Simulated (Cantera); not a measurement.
NO annealing gas

A perfectly stirred reactor is fed with NO : N2 = 1 : 0.85 (molar parts), at 54.8 Torr; it is held at 1925 K, and followed from long to short residence time.

Cantera simulation using GRI-Mech 3.0 (53 species, 325 reactions); the numbers are that mechanism's predictions, not measurements.

```
τ (s)     x NO   x N2       x O    x NO2     x N2O
-------  -----  -----  --------  -------  --------
0.80     0.508  0.476  0.000230  8.10e-5   9.96e-5
0.27     0.530  0.465  0.000176  5.95e-5  0.000110
0.094    0.537  0.461  0.000150  4.88e-5  0.000108
0.032    0.539  0.460  0.000127  4.09e-5   9.50e-5
0.011    0.540  0.460   9.20e-5  2.95e-5   6.86e-5
0.0038   0.540  0.459   4.62e-5  1.34e-5   3.76e-5
0.0013   0.540  0.459   1.69e-5  3.34e-6   1.60e-5
0.00045  0.541  0.459   6.03e-6  5.91e-7   6.04e-6
0.00015  0.541  0.459   2.06e-6  7.91e-8   2.08e-6
```
x: mole fraction; the columns are a selection and need not sum to one.
